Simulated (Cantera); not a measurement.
Reactions in the system B-Cl-O

Source: NASA polynomial tables (part measured, part estimated), evaluated in Cantera. Values are per mole of reaction as written; species without (g) are pure solids or liquids, kept so even where they would boil at 1 bar. The tables' values for BOCl are old estimates.

2 BCl3(g) + O2(g) ⇌ 6 Cl(g) + B2O2(g)

```tsv
T (K)	ΔH° (kJ)	ΔS° (J/K)	ΔG° (kJ)	log10 K
300	1077.7	448.5	943.2	-164.22
900	1092.7	477.5	662.9	-38.48
1000	1094.4	479.4	615.1	-32.13
1100	1096.1	480.9	567.1	-26.93
1200	1097.6	482.3	518.9	-22.59
1300	1099.1	483.4	470.6	-18.91
1400	1100.5	484.4	422.2	-15.75
1500	1101.8	485.3	373.7	-13.01
1600	1103.0	486.1	325.2	-10.62
1700	1104.2	486.9	276.5	-8.50
1800	1105.3	487.5	227.8	-6.61
1900	1106.4	488.1	179.0	-4.92
```

3 O(g) + 2 B + BCl3(g) ⇌ 3 BOCl(g)

| T (K) | ΔH° (kJ) | ΔS° (J/K) | ΔG° (kJ) | log10 K |
|---|---|---|---|---|
| 300 | -1293.5 | -72.8 | -1271.7 | 221.41 |
| 900 | -1305.2 | -93.8 | -1220.8 | 70.85 |
| 1000 | -1307.2 | -95.9 | -1211.3 | 63.27 |
| 1100 | -1309.1 | -97.7 | -1201.6 | 57.06 |
| 1200 | -1311.0 | -99.4 | -1191.7 | 51.87 |
| 1300 | -1313.0 | -101.0 | -1181.7 | 47.48 |
| 1400 | -1314.9 | -102.4 | -1171.5 | 43.71 |
| 1500 | -1316.9 | -103.8 | -1161.2 | 40.44 |
| 1600 | -1318.8 | -105.0 | -1150.8 | 37.57 |
| 1700 | -1320.8 | -106.2 | -1140.2 | 35.03 |
| 1800 | -1322.8 | -107.4 | -1129.5 | 32.78 |
| 1900 | -1324.8 | -108.4 | -1118.7 | 30.76 |

3 Cl(g) + B + B2O3(g) ⇌ 3 BOCl(g)

| T (K) | ΔH° (kJ) | ΔS° (J/K) | ΔG° (kJ) | log10 K |
|---|---|---|---|---|
| 300 | -476.8 | -73.0 | -455.0 | 79.21 |
| 900 | -484.9 | -87.2 | -406.5 | 23.59 |
| 1000 | -486.4 | -88.7 | -397.7 | 20.77 |
| 1100 | -487.8 | -90.1 | -388.7 | 18.46 |
| 1200 | -489.3 | -91.4 | -379.6 | 16.52 |
| 1300 | -490.7 | -92.5 | -370.4 | 14.88 |
| 1400 | -492.2 | -93.6 | -361.1 | 13.47 |
| 1500 | -493.6 | -94.6 | -351.7 | 12.25 |
| 1600 | -495.0 | -95.5 | -342.2 | 11.17 |
| 1700 | -496.5 | -96.4 | -332.6 | 10.22 |
| 1800 | -497.9 | -97.2 | -323.0 | 9.37 |
| 1900 | -499.4 | -98.0 | -313.2 | 8.61 |
